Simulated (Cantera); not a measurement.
Input (Python, Cantera) and output of one run.

```python
import numpy as np
import cantera as ct

gas_names = [...]  # 95 gases of nasa_gas.yaml made of C, F, H
cond_names = """
    C(gr) C6H6(L) C7H8(L) C8H18(L),n-octa
""".split()


# ... load() reads the species with a 1 bar reference pressure and builds the phases ...
atoms = {
    'c-C4F8': {'C': 4, 'F': 8},
    'H2': {'H': 2},
    'F2': {'F': 2},
}
top_T = {'C(gr)': 4500}  # K; cautious upper limits of use, not melting points


# ... equilibrate(T, P, feed) seeds the gas with the atoms and calls Mixture.equilibrate('TP', solver="vcs", rtol=1e-11, max_steps=5000) ...
results = []
feed = {'c-C4F8': 1, 'H2': 0.93, 'F2': 0.013}  # mol
P = 1333.22  # Pa
for T in [848, 948, 1048, 1148, 1248, 1348, 1448, 1548, 1648, 1748, 1848, 1948, 2048]:
    mix = equilibrate(T, P, feed)
    results.append((T, P, feed, dict(zip(mix.species_names, mix.species_moles))))

top = {s: max(r[3][s] / sum(r[3][g] for g in gas_names) for r in results) for s in gas_names}
cols = sorted((s for s in top if top[s] > 1e-05), key=lambda s: -top[s])[:8]
seen = [c for c in cond_names if any(r[3].get(c, 0) > 1e-12 for r in results)]
print("log10 of partial pressures in bar; condensed amounts in mol")
print(f"{'T/K':>10s}" + "".join(f"{s[:9]:>10s}" for s in cols + seen))
for T, P, feed, n in results:
    ng = sum(n[g] for g in gas_names)
    print(f"{T:10.4g}" + "".join(f"{np.log10(max(n[s] / ng * P / 1e5, 1e-99)):10.3f}" for s in cols)
          + "".join(f"{n.get(c, 0):10.4g}" for c in seen))
```

Output:

```
log10 of partial pressures in bar; condensed amounts in mol
       T/K        HF       CF4       CF2         F       CF3        CF     C(gr)
       848    -2.137    -2.219   -13.028   -14.720   -12.275   -23.090     2.458
       948    -2.137    -2.219   -11.187   -12.670   -10.788   -19.916     2.458
      1048    -2.137    -2.219    -9.700   -11.009    -9.587   -17.350     2.458
      1148    -2.137    -2.219    -8.476    -9.637    -8.596   -15.234     2.458
      1248    -2.137    -2.219    -7.449    -8.485    -7.766   -13.459     2.458
      1348    -2.137    -2.219    -6.578    -7.502    -7.059   -11.949     2.458
      1448    -2.137    -2.219    -5.828    -6.656    -6.451   -10.649     2.458
      1548    -2.137    -2.219    -5.177    -5.918    -5.923    -9.519     2.458
      1648    -2.138    -2.221    -4.608    -5.270    -5.461    -8.528     2.455
      1748    -2.139    -2.224    -4.106    -4.696    -5.054    -7.652     2.449
      1848    -2.143    -2.234    -3.663    -4.187    -4.696    -6.874     2.433
      1948    -2.151    -2.259    -3.274    -3.733    -4.388    -6.181     2.398
      2048    -2.169    -2.313    -2.941    -3.331    -4.134    -5.564     2.328
```

Equilibrium computed with Cantera from the NASA thermochemical tables; the gas is ideal and each condensed phase is pure. The feed counts by its element totals alone. Condensed phases not in the tables: fluorocarbon polymer. Gases not in the tables: C2F6 and larger saturated fluorocarbons.
